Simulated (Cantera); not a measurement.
A freely propagating, adiabatic, planar premixed flame of CO : H2 : O2 : N2 = 1 : 0.082 : 0.492 : 1.85 (molar parts), unburnt at 575 K and 1.10 bar; mixture-averaged transport, grid criteria slope 0.08 and curve 0.16, no radiation.

Cantera simulation using GRI-Mech 3.0 (53 species, 325 reactions); the numbers are that mechanism's predictions, not measurements. Burning velocities carry a grid error of a few per cent, more on coarse grids.

x: mole fraction of selected species; z is measured from the peak of heat release.

```json
[
 {"z (mm)": "-2.24", "T (K)": "575", "u (m/s)": "1.51", "x CO": "0.292", "x H2": "0.0239", "x O2": "0.144", "x CO2": "<1e-8", "x H2O": "<1e-8", "x N2O": "<1e-8"},
 {"z (mm)": "-1.49", "T (K)": "575", "u (m/s)": "1.51", "x CO": "0.292", "x H2": "0.0239", "x O2": "0.144", "x CO2": "<1e-8", "x H2O": "<1e-8", "x N2O": "<1e-8"},
 {"z (mm)": "-1.12", "T (K)": "575", "u (m/s)": "1.51", "x CO": "0.292", "x H2": "0.0239", "x O2": "0.144", "x CO2": "<1e-8", "x H2O": "9.14e-8", "x N2O": "<1e-8"},
 {"z (mm)": "-0.746", "T (K)": "575", "u (m/s)": "1.51", "x CO": "0.292", "x H2": "0.0236", "x O2": "0.144", "x CO2": "2.45e-7", "x H2O": "1.83e-6", "x N2O": "<1e-8"},
 {"z (mm)": "-0.373", "T (K)": "582", "u (m/s)": "1.53", "x CO": "0.293", "x H2": "0.0216", "x O2": "0.144", "x CO2": "0.000121", "x H2O": "0.000188", "x N2O": "<1e-8"},
 {"z (mm)": "-0.187", "T (K)": "743", "u (m/s)": "1.94", "x CO": "0.285", "x H2": "0.0167", "x O2": "0.139", "x CO2": "0.00804", "x H2O": "0.00374", "x N2O": "<1e-8"},
 {"z (mm)": "0", "T (K)": "1199", "u (m/s)": "3.07", "x CO": "0.243", "x H2": "0.00687", "x O2": "0.110", "x CO2": "0.0541", "x H2O": "0.0146", "x N2O": "6.78e-8"},
 {"z (mm)": "0.187", "T (K)": "1533", "u (m/s)": "3.83", "x CO": "0.184", "x H2": "0.00227", "x O2": "0.0714", "x CO2": "0.122", "x H2O": "0.0168", "x N2O": "2.20e-7"},
 {"z (mm)": "0.373", "T (K)": "1715", "u (m/s)": "4.21", "x CO": "0.150", "x H2": "0.00218", "x O2": "0.0539", "x CO2": "0.162", "x H2O": "0.0142", "x N2O": "2.43e-7"},
 {"z (mm)": "0.746", "T (K)": "1897", "u (m/s)": "4.59", "x CO": "0.131", "x H2": "0.00233", "x O2": "0.0449", "x CO2": "0.187", "x H2O": "0.0148", "x N2O": "2.40e-7"},
 {"z (mm)": "1.49", "T (K)": "2065", "u (m/s)": "4.93", "x CO": "…", "x H2": "…", "x O2": "…", "x CO2": "0.202", "x H2O": "…", "x N2O": "2.56e-7"},
 {"z (mm)": "2.99", "T (K)": "2217", "u (m/s)": "5.24", "x CO": "0.106", "x H2": "0.00180", "x O2": "0.0342", "x CO2": "0.219", "x H2O": "0.0201", "x N2O": "2.72e-7"},
 {"z (mm)": "5.97", "T (K)": "2347", "u (m/s)": "5.49", "x CO": "0.0929", "x H2": "0.00148", "x O2": "0.0281", "x CO2": "0.235", "x H2O": "0.0217", "x N2O": "2.81e-7"}
]
```

Fill in the missing entries.


- 1.49, x CO: 0.119
- 1.49, x H2: 0.00214
- 1.49, x O2: 0.0399
- 1.49, x H2O: 0.0178
